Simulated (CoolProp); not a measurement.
Saturation properties of R143a (Tc = 345.9 K, pc = 3762 kPa, ω = 0.261).

Values from CoolProp's reference Helmholtz-energy equation of state, Lemmon and Jacobsen 2000.

```tsv
T (K)	p (kPa)	liquid cp (kJ/(kg K))	liquid viscosity (µPa s)	liquid conductivity (mW/(m K))
186.6	9.872	___	___	122
190.2	12.81	1.245	321	120
193.9	16.54	1.252	307	118
197.5	20.99	1.259	294	116
201.2	___	1.266	281	114
204.8	___	1.274	___	112
208.5	___	1.282	260	110
212.1	50.11	___	___	108
```

Some entries are withheld; supply them.


- 186.6, liquid cp (kJ/(kg K)): 1.239
- 186.6, liquid viscosity (µPa s): 337
- 201.2, p (kPa): 26.54
- 204.8, p (kPa): 33.03
- 204.8, liquid viscosity (µPa s): 270
- 208.5, p (kPa): 40.97
- 212.1, liquid cp (kJ/(kg K)): 1.290
- 212.1, liquid viscosity (µPa s): 250

It boils at 225.9 K under 1 atm.

Viscosity comes from a separate model (Klein 1997), an estimate that may be off by 10 % or more. Thermal conductivity comes from a separate model (McLinden 2000), an estimate that may be off by 10 % or more.
